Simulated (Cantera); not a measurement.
# NO annealing gas

An isothermal, constant-pressure homogeneous reactor starts with 55.6 % NO, 44.4 % N2, at 2173 K and 150 Torr.

Computed with Cantera and GRI-Mech 3.0 (53 species, 325 reactions).

```tsv
t (s)	x NO	x O	x N2O	x O2	x N2	x NO2
8.00e-5	0.556	1.84e-5	1.72e-5	2.68e-7	0.444	8.09e-7
0.000218	0.555	5.22e-5	4.28e-5	2.10e-6	0.444	4.27e-6
0.000596	0.555	0.000157	9.12e-5	1.87e-5	0.444	1.72e-5
0.00163	0.554	0.000426	0.000139	0.000185	0.445	4.84e-5
0.00444	0.552	0.000647	0.000143	0.00125	0.446	7.11e-5
0.0121	0.545	0.000721	0.000137	0.00469	0.449	8.04e-5
0.0330	0.525	0.000879	0.000124	0.0145	0.459	9.95e-5
0.0902	0.467	0.00122	9.27e-5	0.0431	0.488	0.000131
0.246	0.319	0.00182	3.94e-5	0.117	0.562	0.000141
0.671	0.104	0.00244	4.05e-6	0.224	0.669	6.33e-5
1.83	0.0202	0.00264	3.87e-7	0.266	0.711	1.34e-5
5.00	0.0129	0.00265	3.05e-7	0.270	0.715	8.63e-6
```
x: mole fraction; the columns are a selection and need not sum to one.

Equilibrium at this temperature and pressure: NO 0.0129, O 0.00265, N2O 3.05e-7, O2 0.270, N2 0.715, NO2 8.60e-6 (gas phase only).
